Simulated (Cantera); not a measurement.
Source: NASA polynomial tables (part measured, part estimated), evaluated in Cantera. Values are per mole of reaction as written; species without (g) are pure solids or liquids, kept so even where they would boil at 1 bar.

Question: Between 598 and 773 K, where is each reaction favourable under standard conditions?
- NO₂(g) + V₂O₃ ⇌ NO(g) + V₂O₄

Answer: 
- NO₂(g) + V₂O₃ ⇌ NO(g) + V₂O₄: ΔG° is -144 kJ at 598 K and -146 kJ at 773 K; it stays negative (K > 1). ΔH° is -139 kJ and ΔS° 8 J/K at 773 K.
